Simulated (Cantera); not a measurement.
Ignition delay

Mixture: CH4 : H2 : O2 : N2 = 1 : 0.43 : 1.48 : 5.55 (molar parts), equivalence ratio 1.5, at 43000 Pa, adiabatic and at constant volume. Ignition delay is the time to a rise of 400 K.

Detailed kinetics in Cantera: GRI-Mech 3.0 (53 species, 325 reactions).

```tsv
T0 (K)	delay (ms)
1200	6.65
1300	2.64
1400	1.19
1500	0.601
1600	0.335
1700	0.199
1800	0.124
1900	0.0801
2000	0.0532
2100	0.0365
```

```
Quantity                                                 Value
--------------------------------------------------  ----------
apparent activation energy between 1900 and 2100 K  130 kJ/mol
```
